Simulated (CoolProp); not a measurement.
The fluid at 293.15 K and 0.19 MPa (gas) is heated at constant pressure to 450.4 K. The same conditions are run with several fluids, on thermodynamics alone (safety and materials aside).

Model: reference Helmholtz-energy equation of state of each fluid (propylene: Lemmon 2013; R124: de Vries 1995; dry air: Lemmon 2000; R134a: Tillner-Roth 1994), in CoolProp. Blends and air are pseudo-pure fits.

```
fluid      heat (kJ/kg)  final density (kg/m³)
---------  ------------  ---------------------
propylene           287                   2.15
R124                132                   7.01
dry air             159                   1.47
R134a               153                   5.22
```
